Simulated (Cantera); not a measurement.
A perfectly stirred reactor is fed with 2.63 % H2, 97.4 % O2, at 0.0133 bar; it is held at 900 K, and followed from long to short residence time.

Detailed kinetics in Cantera: GRI-Mech 3.0 (53 species, 325 reactions). Radical loss at walls, strong at low pressure, is not modelled. Below about 950 K walls govern HO2 and H2O2 in real vessels.

Q: Predict: x(H2) at τ = 10.0 s; x(O2) at τ = 10.0 s; x(O) at τ = 10.0 s; x(H2O) at τ = 10.0 s; x(H) at τ = 10.0 s; x(H2) at τ = 86.0 ms; x(O2) at τ = 86.0 ms; x(O) at τ = 86.0 ms; x(H2O) at τ = 86.0 ms; x(H) at τ = 86.0 ms.

A: x(H2) at τ = 10.0 s: 0.000202
x(O2) at τ = 10.0 s: 0.973
x(O) at τ = 10.0 s: 0.000161
x(H2O) at τ = 10.0 s: 0.0264
x(H) at τ = 10.0 s: 6.96e-6
x(H2) at τ = 86.0 ms: 0.00259
x(O2) at τ = 86.0 ms: 0.971
x(O) at τ = 86.0 ms: 0.00196
x(H2O) at τ = 86.0 ms: 0.0234
x(H) at τ = 86.0 ms: 0.000659
